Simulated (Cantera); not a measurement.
## Formation from one mole of S2

Cantera with NASA thermochemical tables; ideal gases at 1 bar, condensed phases pure. Values are per mole of reaction as written; species without (g) are pure solids or liquids, kept so even where they would boil at 1 bar.

C + S2(g) = CS2(g)

```tsv
T (K)	ΔH° (kJ)	ΔS° (J/K)	ΔG° (kJ)	log10 K
300	-11.4	4.0	-12.6	2.20
723	-10.2	6.8	-15.1	1.09
773	-10.1	6.8	-15.4	1.04
823	-10.1	6.9	-15.8	1.00
873	-10.0	7.0	-16.1	0.97
923	-10.0	7.0	-16.5	0.93
973	-10.0	7.1	-16.8	0.90
1023	-9.9	7.1	-17.2	0.88
1073	-9.9	7.1	-17.5	0.85
1123	-9.9	7.1	-17.9	0.83
```

2 Ba + S2(g) = 2 BaS

```tsv
T (K)	ΔH° (kJ)	ΔS° (J/K)	ΔG° (kJ)	log10 K	condensed phases
300	-1055.6	-196.2	-996.7	173.54	Ba(s), BaS(s)
723	-1052.6	-189.5	-915.5	66.14	Ba(s), BaS(s)
773	-1052.4	-189.3	-906.1	61.23	Ba(s), BaS(s)
823	-1052.3	-189.2	-896.6	56.91	Ba(s), BaS(s)
873	-1052.2	-189.1	-887.1	53.08	Ba(s), BaS(s)
923	-1052.2	-189.1	-877.7	49.67	Ba(s), BaS(s)
973	-1052.3	-189.1	-868.2	46.61	Ba(s), BaS(s)
1023	-1068.0	-204.9	-858.4	43.83	Ba(l), BaS(s)
1073	-1068.1	-205.0	-848.2	41.29	Ba(l), BaS(s)
1123	-1068.2	-205.0	-837.9	38.97	Ba(l), BaS(s)
```

2 Pb + S2(g) = 2 PbS(g)

| T (K) | ΔH° (kJ) | ΔS° (J/K) | ΔG° (kJ) | log10 K | condensed phases |
|---|---|---|---|---|---|
| 300 | 135.2 | 144.8 | 91.7 | -15.97 | Pb(s) |
| 723 | 117.2 | 112.0 | 36.2 | -2.62 | Pb(l) |
| 773 | 116.1 | 110.5 | 30.7 | -2.07 | Pb(l) |
| 823 | 115.0 | 109.2 | 25.2 | -1.60 | Pb(l) |
| 873 | 113.9 | 107.9 | 19.7 | -1.18 | Pb(l) |
| 923 | 112.9 | 106.7 | 14.4 | -0.81 | Pb(l) |
| 973 | 111.8 | 105.6 | 9.1 | -0.49 | Pb(l) |
| 1023 | 110.8 | 104.5 | 3.8 | -0.20 | Pb(l) |
| 1073 | 109.7 | 103.5 | -1.4 | 0.07 | Pb(l) |
| 1123 | 108.7 | 102.6 | -6.5 | 0.30 | Pb(l) |
